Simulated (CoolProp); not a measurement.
Saturation properties of propylene.

Computed with CoolProp (reference Helmholtz-energy equation of state, Lemmon 2013).

```csv
T (K),p (MPa),vapour Z,liquid conductivity (mW/(m K))
236.8,0.1646,0.9492,141
245.1,0.2279,0.9363,137
253.4,0.3083,0.9215,133
261.7,0.4084,0.9046,129
270,0.5311,0.8856,125
278.4,0.6811,0.8642,?
286.7,0.8579,0.8405,117
295,1.066,0.8144,113
303.3,1.310,0.7855,?
311.6,1.591,0.7534,104
319.9,1.915,?,99.9
328.3,?,?,95.3
336.6,?,?,90.7
344.9,3.186,0.5772,86.0
```

Question: Fill in the missing entries.

Answer: 
- 278.4, liquid conductivity (mW/(m K)): 121
- 303.3, liquid conductivity (mW/(m K)): 109
- 319.9, vapour Z: 0.7177
- 328.3, p (MPa): 2.289
- 328.3, vapour Z: 0.6771
- 336.6, p (MPa): 2.709
- 336.6, vapour Z: 0.6313

It boils at 225.5 K under 1 atm.

Thermal conductivity comes from a separate model (Huber 2003), an estimate that may be off by 10 % or more.
